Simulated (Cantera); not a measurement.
Input (Python, Cantera) and output of one run.

```python
import numpy as np
import cantera as ct

gas_names = [...]  # 123 gases of nasa_gas.yaml made of C, H, O, Si
cond_names = """
    C(gr) C6H6(L) C7H8(L) C8H18(L),n-octa H2O(s) H2O(L) Si(cr) Si(L) SiC(b) SiO2(Lqz) SiO2(hqz) SiO2(L)
""".split()


# ... load() reads the species with a 1 bar reference pressure and builds the phases ...
atoms = {
    'TEOS': {'Si': 1, 'C': 8, 'H': 20, 'O': 4},
    'O2': {'O': 2},
    'H2': {'H': 2},
}
top_T = {'C(gr)': 4500, 'SiC(b)': 3050}  # K; cautious upper limits of use, not melting points


# ... equilibrate(T, P, feed) seeds the gas with the atoms and calls Mixture.equilibrate('TP', solver="vcs", rtol=1e-11, max_steps=5000) ...
results = []
feed = {'TEOS': 1, 'O2': 1.2, 'H2': 0.11}  # mol
T = 1548  # K
for P in [5, 26, 140, 710, 3700, 19000, 100000]:
    mix = equilibrate(T, P, feed)
    results.append((T, P, feed, dict(zip(mix.species_names, mix.species_moles))))

top = {s: max(r[3][s] / sum(r[3][g] for g in gas_names) for r in results) for s in gas_names}
cols = sorted((s for s in top if top[s] > 1e-05), key=lambda s: -top[s])[:5]
seen = [c for c in cond_names if any(r[3].get(c, 0) > 1e-12 for r in results)]
print("log10 of partial pressures in bar; condensed amounts in mol")
print(f"{'P/Pa':>10s}" + "".join(f"{s[:9]:>10s}" for s in cols + seen))
for T, P, feed, n in results:
    ng = sum(n[g] for g in gas_names)
    print(f"{P:10.4g}" + "".join(f"{np.log10(max(n[s] / ng * P / 1e5, 1e-99)):10.3f}" for s in cols)
          + "".join(f"{n.get(c, 0):10.4g}" for c in seen))
```

Output:

```
log10 of partial pressures in bar; condensed amounts in mol
      P/Pa        H2        CO         H       CH4       SiO     C(gr)    SiC(b) SiO2(hqz)
         5    -4.516    -4.714    -6.770   -11.720    -7.338    0.6302    0.9847         0
        26    -3.799    -3.998    -6.411   -10.286    -6.621    0.6301    0.9848         0
       140    -3.067    -3.267    -6.045    -8.822    -5.890    0.6301    0.9848         0
       710    -2.362    -2.561    -5.693    -7.412    -5.185      0.63    0.9848         0
      3700    -1.645    -1.844    -5.334    -5.978    -4.468    0.6298    0.9848         0
   1.9e+04    -0.879    -1.239    -4.951    -4.445    -4.032     3.591         0    0.9929
     1e+05    -0.158    -0.518    -4.590    -3.003    -4.753     3.589         0    0.9997
```

Method: chemical equilibrium by Gibbs-energy minimisation in Cantera with the NASA 1993 tables (ideal gas, pure condensed phases). The feed counts by its element totals alone. The tables hold silica as quartz up to 1696 K and as liquid above; real silica turns to tridymite and cristobalite and melts near 1996 K.
